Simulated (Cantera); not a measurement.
**Hydrocarbon pyrolysis for carbon deposition**

An isothermal, constant-pressure homogeneous reactor starts with 4.17 % CH4, 95.8 % N2, at 1325 K and 10.00 Torr.

Computed with Cantera and GRI-Mech 3.0 (53 species, 325 reactions). GRI-Mech 3.0 stops at C3 and has no aromatics, soot or wall deposition, so with more carbon than oxygen in the feed, carbon stays in small species such as C2H2 where larger ones or solid carbon would form. Radical loss at walls, strong at low pressure, is not modelled.

| t (s) | x CH4 | x H | x C2H2 | x CH3 | x C2H | x H2 |
|---|---|---|---|---|---|---|
| 2.00e-5 | 0.0417 | 6.25e-11 | <1e-12 | 7.05e-11 | <1e-12 | 3.97e-12 |
| 6.55e-5 | 0.0417 | 1.79e-10 | <1e-12 | 2.57e-10 | <1e-12 | 3.89e-11 |
| 0.000215 | 0.0417 | 3.95e-10 | <1e-12 | 1.03e-9 | <1e-12 | 3.19e-10 |
| 0.000703 | 0.0417 | 5.30e-10 | <1e-12 | 4.14e-9 | <1e-12 | 1.81e-9 |
| 0.00230 | 0.0417 | 5.36e-10 | <1e-12 | 1.48e-8 | <1e-12 | 7.12e-9 |
| 0.00754 | 0.0417 | 5.37e-10 | <1e-12 | 4.96e-8 | <1e-12 | 2.45e-8 |
| 0.0247 | 0.0417 | 5.37e-10 | <1e-12 | 1.64e-7 | <1e-12 | 8.16e-8 |
| 0.0809 | 0.0417 | 5.39e-10 | <1e-12 | 5.37e-7 | <1e-12 | 2.69e-7 |
| 0.265 | 0.0417 | 5.68e-10 | 1.97e-11 | 1.74e-6 | <1e-12 | 8.97e-7 |
| 0.869 | 0.0417 | 8.31e-10 | 2.34e-9 | 5.27e-6 | <1e-12 | 3.41e-6 |
| 2.85 | 0.0416 | 2.65e-9 | 2.37e-7 | 1.33e-5 | <1e-12 | 2.20e-5 |
| 9.32 | 0.0414 | 1.61e-8 | 1.69e-5 | 2.66e-5 | <1e-12 | 0.000243 |
| 30.5 | 0.0400 | 9.55e-8 | 0.000448 | 3.15e-5 | 1.14e-11 | 0.00206 |
| 100 | 0.0363 | 2.66e-7 | 0.00235 | 2.44e-5 | 4.56e-11 | 0.00753 |
x: mole fraction; the columns are a selection and need not sum to one.

Equilibrium at this temperature and pressure: CH4 0.000103, H 3.49e-6, C2H2 0.00541, CH3 1.19e-7, C2H 1.73e-10, H2 0.0598 (gas phase only).
